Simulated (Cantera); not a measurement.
# Adiabatic ignition

An adiabatic, constant-volume homogeneous reactor starts with CH4 : O2 : N2 = 1 : 1.25 : 4.2 (molar parts), at 1050 K and 2.20 bar.

Cantera simulation using GRI-Mech 3.0 (53 species, 325 reactions); the numbers are that mechanism's predictions, not measurements.

```json
[
 {"t (s)": "2.00e-6", "T (K)": "1050", "P (bar)": "2.20", "x CH4": "0.155", "x O2": "0.194", "x C2H2": "<1e-12", "x CH2": "<1e-12", "x H2": "<1e-12"},
 {"t (s)": "4.64e-6", "T (K)": "1050", "P (bar)": "2.20", "x CH4": "0.155", "x O2": "0.194", "x C2H2": "<1e-12", "x CH2": "<1e-12", "x H2": "<1e-12"},
 {"t (s)": "1.07e-5", "T (K)": "1050", "P (bar)": "2.20", "x CH4": "0.155", "x O2": "0.194", "x C2H2": "<1e-12", "x CH2": "<1e-12", "x H2": "<1e-12"},
 {"t (s)": "2.49e-5", "T (K)": "1050", "P (bar)": "2.20", "x CH4": "0.155", "x O2": "0.194", "x C2H2": "<1e-12", "x CH2": "<1e-12", "x H2": "2.54e-12"},
 {"t (s)": "5.78e-5", "T (K)": "1050", "P (bar)": "2.20", "x CH4": "0.155", "x O2": "0.194", "x C2H2": "<1e-12", "x CH2": "<1e-12", "x H2": "9.98e-12"},
 {"t (s)": "0.000134", "T (K)": "1050", "P (bar)": "2.20", "x CH4": "0.155", "x O2": "0.194", "x C2H2": "<1e-12", "x CH2": "<1e-12", "x H2": "4.68e-11"},
 {"t (s)": "0.000310", "T (K)": "1050", "P (bar)": "2.20", "x CH4": "0.155", "x O2": "0.194", "x C2H2": "<1e-12", "x CH2": "<1e-12", "x H2": "2.62e-10"},
 {"t (s)": "0.000719", "T (K)": "1050", "P (bar)": "2.20", "x CH4": "0.155", "x O2": "0.194", "x C2H2": "<1e-12", "x CH2": "<1e-12", "x H2": "1.79e-9"},
 {"t (s)": "0.00167", "T (K)": "1050", "P (bar)": "2.20", "x CH4": "0.155", "x O2": "0.194", "x C2H2": "<1e-12", "x CH2": "<1e-12", "x H2": "1.52e-8"},
 {"t (s)": "0.00387", "T (K)": "1050", "P (bar)": "2.20", "x CH4": "0.155", "x O2": "0.194", "x C2H2": "<1e-12", "x CH2": "<1e-12", "x H2": "1.31e-7"},
 {"t (s)": "0.00896", "T (K)": "1050", "P (bar)": "2.20", "x CH4": "0.155", "x O2": "0.194", "x C2H2": "<1e-12", "x CH2": "<1e-12", "x H2": "6.45e-7"},
 {"t (s)": "0.0208", "T (K)": "1050", "P (bar)": "2.20", "x CH4": "0.155", "x O2": "0.194", "x C2H2": "1.65e-12", "x CH2": "<1e-12", "x H2": "2.26e-6"},
 {"t (s)": "0.0482", "T (K)": "1051", "P (bar)": "2.20", "x CH4": "0.155", "x O2": "0.194", "x C2H2": "2.13e-11", "x CH2": "<1e-12", "x H2": "8.89e-6"},
 {"t (s)": "0.112", "T (K)": "1053", "P (bar)": "2.21", "x CH4": "0.155", "x O2": "0.193", "x C2H2": "5.76e-10", "x CH2": "<1e-12", "x H2": "5.63e-5"},
 {"t (s)": "0.259", "T (K)": "2784", "P (bar)": "6.57", "x CH4": "2.76e-11", "x O2": "0.000207", "x C2H2": "<1e-12", "x CH2": "8.16e-12", "x H2": "0.0964"},
 {"t (s)": "0.600", "T (K)": "2784", "P (bar)": "6.57", "x CH4": "2.76e-11", "x O2": "0.000207", "x C2H2": "<1e-12", "x CH2": "8.16e-12", "x H2": "0.0964"}
]
```
x: mole fraction; the columns are a selection and need not sum to one.

```
Item                                                                  Result
---------------------------------  -----------------------------------------
time of steepest temperature rise                                    0.234 s
temperature at 0.600 s                                                2784 K
equilibrium temperature                                               2784 K
x(CH4) at 0.600 s                  2.76e-11 (gas-phase equilibrium 3.14e-11)
x(O2) at 0.600 s                   0.000207 (gas-phase equilibrium 0.000207)
x(C2H2) at 0.600 s                     <1e-12 (gas-phase equilibrium <1e-12)
```
